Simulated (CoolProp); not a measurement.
The fluid at 298.15 K and 0.147 MPa flows at 3.9 m/s in a round tube of 4.6 mm bore and 15 µm roughness, fully developed (64/Re and Nu = 3.66 if laminar; Colebrook and Gnielinski if turbulent). The same conditions are run with several fluids, on thermodynamics alone (safety and materials aside).

The numbers come from the reference Helmholtz-energy equation of state of each fluid (C2F6 (R116): Lemmon 2006; R152A: Outcalt 1996; dry air: Lemmon 2000; R124: de Vries 1995; R410A: Lemmon 2003) in CoolProp. Blends and air are pseudo-pure fits.

```tsv
fluid	Reynolds number	Darcy friction factor	pressure drop (Pa/m)	heat-transfer coefficient (W/(m² K))	mass flow (kg/h)
C2F6 (R116)	10600	0.0351	483	118	1.94
R152A	6520	0.0386	258	76.1	0.944
dry air	1670	0.0383	109	20.9	0.401
R124	11700	0.0345	480	115	1.96
R410A	6100	0.0391	284	66.2	1.02
```

Transport values come from each fluid's own correlations; those of C2F6 (R116), R152A, R124 are estimates that may be off by 10 % or more.
